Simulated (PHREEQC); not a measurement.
Dissolve 0.012 mol Cu(NO3)2, 0.00094 mol HBF4 and 0.21 mol KCl per kg of water at 20 °C. Closed to the air; pH follows from the charge balance.

The numbers come from PHREEQC with the ion-association model, phreeqc.dat.

Precipitation was switched off in this run.

Problem. Predict the pH, specific conductance, activity of water.

Solution. pH 2.90; specific conductance 23800 µS/cm; activity of water 0.992.

Problem. In which forms is F present?

Solution. HF 37 %, F- 33 %, BF4- 22 %, BF3OH- 3.7 %, BF2(OH)2- 1.9 %, CuF+ 1.7 % of the F.

Real BF4- forms and hydrolyses slowly; the run takes it at equilibrium.
